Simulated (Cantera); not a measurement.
# Adiabatic ignition

An adiabatic, constant-pressure homogeneous reactor starts with 14.4 % CH4, 18.0 % O2, 67.6 % N2, at 1375 K and 0.503 atm.

Detailed kinetics in Cantera: GRI-Mech 3.0 (53 species, 325 reactions).

```csv
t (s),T (K),x CH4,x O2,x C2H,x O,x N2O,x OH
6.00e-6,1375,0.144,0.180,<1e-12,2.99e-10,<1e-12,4.31e-10
2.73e-5,1375,0.144,0.180,<1e-12,4.25e-10,<1e-12,8.60e-10
0.000124,1375,0.144,0.180,<1e-12,1.16e-9,3.55e-12,4.12e-9
0.000565,1375,0.144,0.180,<1e-12,8.15e-9,4.83e-11,2.65e-8
0.00257,1377,0.143,0.180,<1e-12,4.20e-8,3.54e-10,1.26e-7
0.0117,2570,<1e-12,0.000496,<1e-12,0.000691,2.89e-8,0.00610
0.0531,2574,<1e-12,0.000431,<1e-12,0.000604,3.60e-8,0.00573
0.242,2574,<1e-12,0.000431,<1e-12,0.000604,3.60e-8,0.00573
1.10,2574,<1e-12,0.000431,<1e-12,0.000604,3.60e-8,0.00573
5.00,2574,<1e-12,0.000431,<1e-12,0.000604,3.60e-8,0.00573
```
x: mole fraction; the columns are a selection and need not sum to one.

```yaml
time_of_steepest_temperature_rise: 9.76 ms
temperature at 5.00 s: 2574 K
equilibrium_temperature: 2574 K
x(CH4) at 5.00 s: <1e-12 (gas-phase equilibrium <1e-12)
x(O2) at 5.00 s: 0.000431 (gas-phase equilibrium 0.000431)
x(C2H) at 5.00 s: <1e-12 (gas-phase equilibrium <1e-12)
```
